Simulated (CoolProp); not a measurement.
Carbon dioxide along the isotherm 238.25 °C: density (kg/m³) from the reference equation and from simpler models built on Tc = 31.0 °C, pc = 7.377 MPa, ω = 0.224; each cubic takes its own stable root.

Computed with CoolProp (reference Helmholtz-energy equation of state, Span 1996).

```tsv
p (MPa)	phase	reference	ideal gas	van der Waals	Redlich-Kwong	Soave-Redlich-Kwong	Peng-Robinson
1.15	gas	11.99	11.90	12.04	12.02	11.97	12.00
2.31	gas	24.27	23.91	24.48	24.39	24.16	24.31
3.46	gas	36.61	35.81	37.11	36.90	36.36	36.68
4.61	gas	49.12	47.72	50.05	49.63	48.65	49.23
5.76	gas	61.79	59.62	63.29	62.60	61.04	61.93
6.92	gas	74.72	71.62	76.97	75.89	73.61	74.88
8.07	supercritical	87.68	83.53	90.84	89.28	86.14	87.84
9.22	supercritical	100.8	95.43	105.0	102.9	98.71	100.9
10.4	supercritical	114.3	107.6	119.9	117.0	111.7	114.4
11.5	supercritical	127.0	119.0	134.0	130.3	123.7	127.0
12.7	supercritical	141.0	131.4	149.7	145.0	136.9	140.9
13.8	supercritical	153.9	142.8	164.3	158.5	149.0	153.6
15	supercritical	168.0	155.3	180.4	173.4	162.1	167.4
16.1	supercritical	181.0	166.6	195.3	187.1	174.1	180.2
17.3	supercritical	195.1	179.1	211.7	202.0	187.2	194.0
18.4	supercritical	208.1	190.4	226.7	215.7	199.0	206.6
```
